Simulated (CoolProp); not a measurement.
Aqueous potassium formate as a coolant, 17 % by mass, freezing at -9.4 °C, 1 atm.

Computed with CoolProp (Melinder's fits for secondary coolants).

| T (°C) | cp (kJ/(kg K)) | Prandtl number | viscosity (mPa s) | conductivity (W/(m K)) |
|---|---|---|---|---|
| -3 | 3.539 | 15.6 | 2.35 | 0.535 |
| 3.8 | 3.545 | (withheld) | 1.93 | 0.544 |
| 10.7 | 3.551 | 10.3 | 1.61 | 0.553 |
| 17.6 | 3.558 | 8.65 | 1.37 | 0.562 |
| 24.4 | 3.566 | (withheld) | 1.18 | (withheld) |
| 31.3 | 3.573 | 6.32 | 1.03 | 0.580 |
| 38.1 | 3.580 | 5.48 | (withheld) | 0.589 |

Fill in the missing entries.


- 3.8, Prandtl number: 12.6
- 24.4, Prandtl number: 7.36
- 24.4, conductivity (W/(m K)): 0.571
- 38.1, viscosity (mPa s): 0.901
